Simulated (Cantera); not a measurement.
Input: 1 mol Cr, 0.099 mol H₂O, 0.65 mol N₂, equilibrated at 40.0 Pa.

Cantera equilibrium calculation (NASA polynomials, part measured and part estimated; ideal gas, pure solids and liquids). Candidate condensed phases: Cr, CrN, Cr₂N, Cr₂O₃, H₂O; 29 gas species. Mutual solubility and eutectic melting of coexisting phases are not modelled. Kinetics and transport are ignored.

Question: Which condensed phases are stable at each of these points (T (K)): 1275, 1375, 1475, 1575, 1675, 1775, 1875, 1975?

Answer: 
```json
[
 {"T (K)": "1275", "condensed phases": "Cr(s) + Cr₂O₃(s)", "Cr condensed (%)": "100.0"},
 {"T (K)": "1375", "condensed phases": "Cr(s) + Cr₂O₃(s)", "Cr condensed (%)": "100.0"},
 {"T (K)": "1475", "condensed phases": "Cr(s) + Cr₂O₃(s)", "Cr condensed (%)": "99.9"},
 {"T (K)": "1575", "condensed phases": "Cr(s) + Cr₂O₃(s)", "Cr condensed (%)": "99.5"},
 {"T (K)": "1675", "condensed phases": "Cr(s) + Cr₂O₃(s)", "Cr condensed (%)": "97.3"},
 {"T (K)": "1775", "condensed phases": "Cr(s) + Cr₂O₃(s)", "Cr condensed (%)": "85.4"},
 {"T (K)": "1875", "condensed phases": "Cr₂O₃(s)", "Cr condensed (%)": "6.2"},
 {"T (K)": "1975", "condensed phases": "Cr₂O₃(s)", "Cr condensed (%)": "5.0"}
]
```

From 1275 K to 1775 K the condensed part is Cr(s) + Cr₂O₃(s). From 1875 K to 1975 K the condensed part is Cr₂O₃(s).
